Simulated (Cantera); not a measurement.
Cantera run:

```python
import numpy as np
import cantera as ct

gas_names = [...]  # 113 gases of nasa_gas.yaml made of C, Cu, H, O
cond_names = """
    C(gr) C6H6(L) C7H8(L) C8H18(L),n-octa Cu(cr) Cu(L) CuO(s) CuO2H2(s) Cu2O(s) Cu2O(L) H2O(s) H2O(L)
""".split()


# ... load() reads the species with a 1 bar reference pressure and builds the phases ...
atoms = {
    'CuO': {'Cu': 1, 'O': 1},
    'CO': {'C': 1, 'O': 1},
    'H2': {'H': 2},
}
top_T = {'C(gr)': 4500, 'CuO(s)': 1390}  # K; cautious upper limits of use, not melting points


# ... equilibrate(T, P, feed) seeds the gas with the atoms and calls Mixture.equilibrate('TP', solver="vcs", rtol=1e-11, max_steps=5000) ...
results = []
feed = {'CuO': 1, 'CO': 1.7, 'H2': 4.4}  # mol
P = 101325  # Pa
for T in [850, 950, 1050, 1150, 1250, 1350, 1450, 1550, 1650, 1750, 1850]:
    mix = equilibrate(T, P, feed)
    results.append((T, P, feed, dict(zip(mix.species_names, mix.species_moles))))
    x = sorted(zip(gas.X, gas.species_names), reverse=True)
    print(f"T = {T:g} K  P = {P:g} Pa  gas = {mix.phase_moles(0):.4g} mol")
    print("   x: " + "  ".join(f"{s} {v:.3e}" for v, s in x if v > 1e-06))
    print("   condensed (mol): " + ("  ".join(f"{mix.phase(i).name} {mix.phase_moles(i):.4g}"
          for i in range(1, mix.n_phases) if mix.phase_moles(i) > 1e-12) or "none"))
```

Result:

```
T = 850 K  P = 101325 Pa  gas = 4.781 mol
   x: H2 4.392e-01  H2O 2.380e-01  CO2 1.255e-01  CH4 1.216e-01  CO 7.582e-02  C2H6 1.271e-06
   condensed (mol): C(gr) 0.1564  Cu(cr) 1
T = 950 K  P = 101325 Pa  gas = 5.663 mol
   x: H2 5.636e-01  CO 1.826e-01  H2O 1.362e-01  CO2 7.902e-02  CH4 3.859e-02
   condensed (mol): Cu(cr) 1
T = 1050 K  P = 101325 Pa  gas = 6.047 mol
   x: H2 6.010e-01  CO 2.248e-01  H2O 1.179e-01  CO2 5.193e-02  CH4 4.417e-03
   condensed (mol): Cu(cr) 1
T = 1150 K  P = 101325 Pa  gas = 6.094 mol
   x: H2 5.977e-01  CO 2.373e-01  H2O 1.234e-01  CO2 4.120e-02  CH4 4.629e-04
   condensed (mol): Cu(cr) 1
T = 1250 K  P = 101325 Pa  gas = 6.099 mol
   x: H2 5.915e-01  CO 2.444e-01  H2O 1.298e-01  CO2 3.426e-02  CH4 6.626e-05
   condensed (mol): Cu(cr) 1
T = 1350 K  P = 101325 Pa  gas = 6.1 mol
   x: H2 5.865e-01  CO 2.495e-01  H2O 1.348e-01  CO2 2.918e-02  CH4 1.267e-05  H 1.813e-06
   condensed (mol): Cu(cr) 1
T = 1450 K  P = 101325 Pa  gas = 6.1 mol
   x: H2 5.827e-01  CO 2.534e-01  H2O 1.386e-01  CO2 2.533e-02  H 7.172e-06  Cu 3.394e-06  CH4 3.059e-06
   condensed (mol): Cu(L) 1
T = 1550 K  P = 101325 Pa  gas = 6.1 mol
   x: H2 5.797e-01  CO 2.563e-01  H2O 1.416e-01  CO2 2.238e-02  H 2.382e-05  Cu 1.832e-05
   condensed (mol): Cu(L) 0.9999
T = 1650 K  P = 101325 Pa  gas = 6.101 mol
   x: H2 5.773e-01  CO 2.586e-01  H2O 1.439e-01  CO2 2.006e-02  Cu 8.014e-05  H 6.857e-05
   condensed (mol): Cu(L) 0.9995
T = 1750 K  P = 101325 Pa  gas = 6.102 mol
   x: H2 5.753e-01  CO 2.604e-01  H2O 1.457e-01  CO2 1.821e-02  Cu 2.947e-04  H 1.752e-04  OH 2.601e-06
   condensed (mol): Cu(L) 0.9982
T = 1850 K  P = 101325 Pa  gas = 6.107 mol
   x: H2 5.732e-01  CO 2.617e-01  H2O 1.470e-01  CO2 1.671e-02  Cu 9.373e-04  H 4.052e-04  OH 7.678e-06  Cu2 2.216e-06
   condensed (mol): Cu(L) 0.9942
```

Cantera equilibrium calculation (NASA polynomials, part measured and part estimated; ideal gas, pure solids and liquids).
